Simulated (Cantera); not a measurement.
An isothermal, constant-pressure homogeneous reactor starts with NH3 : N2 = 1 : 0.67 (molar parts), at 1450 K and 18.8 Torr. Integrator tolerance rtol = 1e-08.

Cantera simulation using the gas-phase N/H chemistry of the illustrative SiF4/NH3 mechanism in the Surface Chemkin manual (1991); the numbers are that mechanism's predictions, not measurements. Walls and surfaces, which speed up NH3 decomposition in real reactors, are not modelled.

Q: What does this change do: temperature 1450 to 1825 K?

A: 
```
quantity                                            before                                     after
-----------------  ---------------------------------------  ----------------------------------------
x(NH3) at 3.00 s     0.597 (gas-phase equilibrium 4.97e-7)     0.289 (gas-phase equilibrium 1.91e-7)
x(NH) at 3.00 s     9.01e-8 (gas-phase equilibrium <1e-12)  5.22e-6 (gas-phase equilibrium 3.31e-10)
x(N) at 3.00 s     2.11e-10 (gas-phase equilibrium <1e-12)  3.49e-7 (gas-phase equilibrium 2.36e-10)
x(H2) at 3.00 s      0.00206 (gas-phase equilibrium 0.562)       0.290 (gas-phase equilibrium 0.560)
x(N2H2) at 3.00 s   5.53e-7 (gas-phase equilibrium <1e-12)    1.41e-6 (gas-phase equilibrium <1e-12)
```
